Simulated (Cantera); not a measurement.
Input: 1 mol FeCl2, 0.21 mol H2, 81 mol N2, at 1898 K and 0.420 bar.

These are equilibrium values from Cantera (NASA tables, ideal gas, pure condensed phases), not measurements of a reactor. Candidate condensed phases: Fe, FeCl2, FeCl3, NH4Cl; 18 gas species. Equilibrium is a limit: real reactors are often held back by kinetics, nucleation or transport.

Base state: N2 0.985, FeCl2 0.0106, HCl 0.00300, H2 0.00103, Fe 0.000259, Cl 8.51e-5, H 3.88e-5 (mole fractions); condensed: Fe(l).

Question: What changes in the equilibrium state with this change: pressure from 0.420 bar to 0.630 Pa?

Answer: 
```
species       before     after
----------  --------  --------
N2             0.985     0.961
Cl           8.51e-5    0.0226
Fe          0.000259    0.0119
FeCl2         0.0106   7.71e-6
H            3.88e-5   0.00360
H2           0.00103  0.000134
Fe(l), mol     0.105         0
```
